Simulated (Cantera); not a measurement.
A Cantera script and what it prints.

```python
import numpy as np
import cantera as ct

gas_names = """
    CL CL2 H HCL H2 Si SiCL SiCL2 SiCL3 SiCL4 SiH SiHCL3 SiH2 SiH2CL2 SiH3 SiH3CL SiH4 Si2 Si3
""".split()
cond_names = """
    Si(cr) Si(L)
""".split()


# ... load() reads the species with a 1 bar reference pressure and builds the phases ...
atoms = {
    'Si': {'Si': 1},
    'HCl': {'H': 1, 'CL': 1},
    'H2': {'H': 2},
}
top_T = {}  # K; cautious upper limits of use, not melting points


# ... equilibrate(T, P, feed) seeds the gas with the atoms and calls Mixture.equilibrate('TP', solver="vcs", rtol=1e-11, max_steps=5000) ...
results = []
feed = {'Si': 1, 'HCl': 0.7, 'H2': 1.2}  # mol
T = 1675  # K
for P in [10000, 20000, 42000, 85000, 170000, 350000, 720000, 1500000, 3000000]:
    mix = equilibrate(T, P, feed)
    results.append((T, P, feed, dict(zip(mix.species_names, mix.species_moles))))

top = {s: max(r[3][s] / sum(r[3][g] for g in gas_names) for r in results) for s in gas_names}
cols = sorted((s for s in top if top[s] > 1e-06), key=lambda s: -top[s])[:6]
seen = [c for c in cond_names if any(r[3].get(c, 0) > 1e-12 for r in results)]
print("log10 of partial pressures in bar; condensed amounts in mol")
print(f"{'P/Pa':>10s}" + "".join(f"{s[:9]:>10s}" for s in cols + seen))
for T, P, feed, n in results:
    ng = sum(n[g] for g in gas_names)
    print(f"{P:10.4g}" + "".join(f"{np.log10(max(n[s] / ng * P / 1e5, 1e-99)):10.3f}" for s in cols)
          + "".join(f"{n.get(c, 0):10.4g}" for c in seen))
```

Result:

```
log10 of partial pressures in bar; condensed amounts in mol
      P/Pa        H2       HCL     SiCL2    SiHCL3     SiCL3     SiCL4    Si(cr)
     1e+04    -1.128    -1.837    -1.989    -4.331    -3.301    -4.296     0.794
     2e+04    -0.825    -1.541    -1.700    -3.747    -2.868    -3.719    0.7949
   4.2e+04    -0.501    -1.228    -1.399    -3.132    -2.416    -3.116    0.7962
   8.5e+04    -0.192    -0.936    -1.122    -2.563    -2.001    -2.563     0.798
   1.7e+05     0.112    -0.654    -0.862    -2.021    -1.612    -2.044    0.8002
   3.5e+05     0.431    -0.368    -0.609    -1.482    -1.232    -1.537    0.8027
   7.2e+05     0.750    -0.091    -0.375    -0.972    -0.881    -1.069    0.8046
   1.5e+06     1.074     0.180    -0.158    -0.484    -0.555    -0.635     0.805
     3e+06     1.381     0.426     0.029    -0.050    -0.275    -0.261    0.8033
```

These are equilibrium values from Cantera (NASA tables, ideal gas, pure condensed phases), not measurements of a reactor. The tables' values for SiCl3, SiCl are old estimates; treat these amounts as uncertain. Gases not in the tables: Si2H6 and higher silanes.
